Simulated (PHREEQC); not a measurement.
Brine: an equilibrium model

A solution holds 3.7 mol NaCl and 0.064 mol LiCl per kg of water, at 20 °C. It is in equilibrium with CO2 at log p = -3.4 (atm). Otherwise closed; pH follows from the charge balance.

The numbers come from PHREEQC with the Pitzer model, pitzer.dat.

This is a speciation only: nothing precipitates in the calculation.

Question: Predict the pH, activity of water, density.

Answer: pH 5.17; activity of water 0.862; density 1.131 g/cm³.

Question: In which forms is C present?

Answer: CO2 78 %, HCO3- 22 % of the C.

Species that the database lacks are ignored. In brines, pH and single-ion activities rest on the MacInnes convention.
